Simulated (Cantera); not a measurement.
Mixture: 1.85 % C3H8, 18.9 % O2, 71.1 % N2, 8.15 % H2O, equivalence ratio 0.49, at 0.987 atm, adiabatic and at constant volume. Ignition delay is the time to a rise of 400 K.

Detailed kinetics in Cantera: GRI-Mech 3.0 (53 species, 325 reactions). GRI-Mech 3.0 was tuned for natural gas; its chemistry of propane as a main component is partial and can be far from experiment.

Predict: delay at 1298 K; delay at 1398 K; delay at 1498 K; delay at 1598 K; apparent activation energy between 1548 and 1648 K.


- delay at 1298 K = 0.944 ms
- delay at 1398 K = 0.215 ms
- delay at 1498 K = 70.8 µs
- delay at 1598 K = 31.6 µs
- apparent activation energy between 1548 and 1648 K = 150 kJ/mol
